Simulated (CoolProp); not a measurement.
o-xylene at several states: density (kg/m³) from the reference equation and from simpler models built on Tc = 630.3 K, pc = 3.737 MPa, ω = 0.312; each cubic takes its own stable root.

Computed with CoolProp (reference Helmholtz-energy equation of state, Zhou 2012).

| T (K) | p (MPa) | phase | reference | Soave-Redlich-Kwong | Peng-Robinson |
|---|---|---|---|---|---|
| 555.8 | 0.0241 | gas | 0.5557 | 0.5555 | 0.5557 |
| 375 | 0.0663 | liquid | ___ | ___ | 808.0 |
| 286.6 | 2.25 | liquid | 887.2 | 775.7 | 870.7 |
| 503 | 5.88 | liquid | 693.2 | ___ | 691.1 |
| 550.9 | 0.722 | gas | 19.13 | 18.85 | 19.03 |

**Question.** What belongs in the gaps?

**Answer.** 
- 375, reference: 809.3
- 375, Soave-Redlich-Kwong: 716.4
- 503, Soave-Redlich-Kwong: 611.8
